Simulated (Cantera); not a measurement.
An isothermal, constant-pressure homogeneous reactor starts with N2O = 1 (molar parts), at 1400 K and 0.987 atm. Integrator tolerance rtol = 1e-08.

Computed with Cantera and GRI-Mech 3.0 (53 species, 325 reactions). GRI-Mech 3.0 was tuned for natural gas; its chemistry of N2O as a main component is partial and can be far from experiment. The temperature is held fixed by assumption; the heat of reaction is taken as removed at once.

Q: What does this change do: pressure from 0.987 atm to 0.0132 atm?

A: 
```tsv
quantity	before	after
x(N2O) at 40.0 s	3.05e-6 (gas-phase equilibrium 4.92e-8)	0.000514 (gas-phase equilibrium 5.68e-9)
x(O) at 40.0 s	5.07e-7 (gas-phase equilibrium 5.50e-7)	6.40e-6 (gas-phase equilibrium 4.76e-6)
x(N2) at 40.0 s	0.617 (gas-phase equilibrium 0.666)	0.601 (gas-phase equilibrium 0.666)
x(NO) at 40.0 s	0.0997 (gas-phase equilibrium 0.000843)	0.130 (gas-phase equilibrium 0.000843)
x(NO2) at 40.0 s	0.000856 (gas-phase equilibrium 7.86e-6)	8.97e-5 (gas-phase equilibrium 9.07e-7)
x(O2) at 40.0 s	0.283 (gas-phase equilibrium 0.333)	0.268 (gas-phase equilibrium 0.333)
```
Radical loss at walls, strong at low pressure, is not modelled.

Q: What does this change do: temperature 1400 to 1148 K?

A: 
```tsv
quantity	before	after
x(N2O) at 40.0 s	3.05e-6 (gas-phase equilibrium 4.92e-8)	0.00434 (gas-phase equilibrium 1.00e-8)
x(O) at 40.0 s	5.07e-7 (gas-phase equilibrium 5.50e-7)	1.33e-8 (gas-phase equilibrium 4.61e-9)
x(N2) at 40.0 s	0.617 (gas-phase equilibrium 0.666)	0.644 (gas-phase equilibrium 0.667)
x(NO) at 40.0 s	0.0997 (gas-phase equilibrium 0.000843)	0.0390 (gas-phase equilibrium 0.000150)
x(NO2) at 40.0 s	0.000856 (gas-phase equilibrium 7.86e-6)	0.000701 (gas-phase equilibrium 4.15e-6)
x(O2) at 40.0 s	0.283 (gas-phase equilibrium 0.333)	0.312 (gas-phase equilibrium 0.333)
```
The mechanism lacks the step 2 NO + O2 → 2 NO2, which can matter for NO2 below about 1400 K.
